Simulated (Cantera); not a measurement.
Input (Python, Cantera):

```python
import numpy as np
import cantera as ct

gas = ct.Solution("h2o2.yaml")
gas.TPX = 375, 13332, {'H2': 1, 'O2': 0.98, 'N2': 2.65, 'H2O': 0.21}
flame = ct.FreeFlame(gas, width=0.16)
flame.set_refine_criteria(ratio=3, slope=0.08, curve=0.16)
flame.transport_model = "mixture-averaged"
flame.solve(loglevel=0, auto=True)
flame.transport_model = "multicomponent"
flame.soret_enabled = True
flame.solve(loglevel=0, refine_grid=True)
z, T = flame.grid, flame.T
thick = (T[-1] - T[0]) / np.gradient(T, z).max()
show = ['H2', 'O2', 'H2O', 'HO2', 'OH', 'O']
print(f"laminar burning velocity  {flame.velocity[0] * 100:.3f} cm/s")
print(f"burnt temperature         {T[-1]:.1f} K")
print(f"thermal thickness         {thick * 1e3:.4f} mm")
print(f"grid points               {len(z)}")
z0 = z[flame.heat_release_rate.argmax()]
print(f"{'z/mm':>9s}{'T/K':>9s}{'u/(m/s)':>9s}" + "".join(f"{s:>11s}" for s in show))
rows = []
for k in (-3, -2, -1.5, -1, -0.5, -0.25, 0, 0.25, 0.5, 1, 2, 4, 8):
    zz = z0 + k * thick
    rows.append([k * thick, np.interp(zz, z, T), np.interp(zz, z, flame.velocity),
                 *(np.interp(zz, z, flame.X[gas.species_index(s)]) for s in show)])
    print(f"{rows[-1][0] * 1e3:9.3f}{rows[-1][1]:9.1f}{rows[-1][2]:9.3f}" + "".join(f"{x:11.3e}" for x in rows[-1][3:]))
```

Output:

```
laminar burning velocity  161.128 cm/s
burnt temperature         1883.4 K
thermal thickness         4.0648 mm
grid points               107
     z/mm      T/K  u/(m/s)         H2         O2        H2O        HO2         OH          O
  -12.194    375.0    1.611  2.066e-01  2.025e-01  4.339e-02  2.408e-12  1.507e-15  3.232e-13
   -8.130    375.0    1.611  2.066e-01  2.025e-01  4.339e-02  3.675e-10  1.307e-13  2.792e-11
   -6.097    375.0    1.611  2.064e-01  2.025e-01  4.340e-02  3.967e-09  1.109e-12  2.275e-10
   -4.065    375.1    1.609  2.050e-01  2.029e-01  4.348e-02  1.814e-07  1.304e-10  5.310e-09
   -2.032    393.3    1.648  1.841e-01  2.079e-01  4.540e-02  9.246e-05  1.783e-05  1.800e-06
   -1.016    615.6    2.503  1.450e-01  2.055e-01  6.703e-02  9.796e-05  6.050e-04  1.163e-04
    0.000    981.4    3.916  8.180e-02  1.761e-01  1.332e-01  3.752e-05  1.612e-03  3.270e-03
    1.016   1244.9    4.949  2.868e-02  1.329e-01  2.059e-01  2.092e-05  5.394e-03  1.033e-02
    2.032   1383.5    5.486  1.496e-02  1.177e-01  2.305e-01  1.522e-05  7.935e-03  1.268e-02
    4.065   1522.8    6.003  1.158e-02  1.128e-01  2.419e-01  1.117e-05  9.989e-03  1.142e-02
    8.130   1650.3    6.460  8.814e-03  1.108e-01  2.514e-01  7.825e-06  1.087e-02  8.493e-03
   16.259   1752.8    6.815  5.589e-03  1.100e-01  2.601e-01  4.936e-06  1.012e-02  5.268e-03
   32.518   1823.2    7.055  2.869e-03  1.102e-01  2.668e-01  2.741e-06  8.012e-03  2.670e-03
```

Model: the H2/O2 subset of GRI-Mech 3.0, which has no nitrogen chemistry, integrated in Cantera. Burning velocities carry a grid error of a few per cent, more on coarse grids. Lean hydrogen flames are cellular in practice and burn faster than this planar one.
